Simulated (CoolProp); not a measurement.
Cyclopentane at several states: fugacity coefficient from the reference equation and from simpler models built on Tc = 511.7 K, pc = 4.583 MPa, ω = 0.202; each cubic takes its own stable root.

Values from CoolProp's reference Helmholtz-energy equation of state, Gedanitz 2015.

| T (K) | p (MPa) | phase | reference | van der Waals | Peng-Robinson |
|---|---|---|---|---|---|
| 541.3 | 0.0283 | gas | 0.9982 | 0.9984 | 0.9980 |
| 242.9 | 0.0267 | liquid | 0.09958 | 0.9906 | 0.1043 |
| 254.6 | 0.0208 | liquid | 0.2578 | 0.9934 | 0.2663 |
| 336.1 | 0.0108 | gas | 0.9968 | 0.9981 | 0.9971 |
| 349.1 | 1.32 | liquid | 0.1674 | 0.5473 | 0.1670 |
| 498.4 | 0.372 | gas | 0.9689 | 0.9744 | 0.9669 |

At some of these states van der Waals gives the other phase, because its saturation line lies elsewhere.
